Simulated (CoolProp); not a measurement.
The fluid at 595.02 K and 6.69 MPa flows at 3.7 m/s in a round tube of 25 mm bore and 0.25 µm roughness, fully developed (64/Re and Nu = 3.66 if laminar; Colebrook and Gnielinski if turbulent). The same conditions are run with several fluids, on thermodynamics alone (safety and materials aside).

Model: reference Helmholtz-energy equation of state of each fluid (water: Wagner 2002; methanol: de Reuck 1993; ammonia: Gao 2020; carbon dioxide: Span 1996), in CoolProp.

| fluid | Reynolds number | Darcy friction factor | pressure drop (Pa/m) | heat-transfer coefficient (W/(m² K)) | mass flow (kg/h) |
|---|---|---|---|---|---|
| water | 131000 | 0.0171 | 137 | 733 | 192 |
| methanol | 241000 | 0.0152 | 216 | 1140 | 341 |
| ammonia | 103000 | 0.0179 | 119 | 609 | 159 |
| carbon dioxide | 196000 | 0.0158 | 261 | 548 | 395 |

Transport values come from each fluid's own correlations.
